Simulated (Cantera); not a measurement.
Feed: 1 mol SiCl4, 0.15 mol CH4, 2.6 mol H2, equilibrated at 0.150 bar.

These are equilibrium values from Cantera (NASA tables, ideal gas, pure condensed phases), not measurements of a reactor. Candidate condensed phases: C, C6H6, C7H8, C8H18, Si, SiC; 109 gas species. Gases not in the tables: Si2H6 and higher silanes. Kinetics and transport are ignored.

Task: What share of the Si ends up in condensed phases as a function of T (K), at 2148, 2198, 2248, 2298, 2348, 2398, 2448, 2498?

Result: 
```tsv
T (K)	Si condensed (%)	as
2148	14.7	SiC(s)
2198	14.5	SiC(s)
2248	14.2	SiC(s)
2298	13.7	SiC(s)
2348	13.0	SiC(s)
2398	11.9	SiC(s)
2448	8.2	SiC(s)
2498	3.1	SiC(s)
```
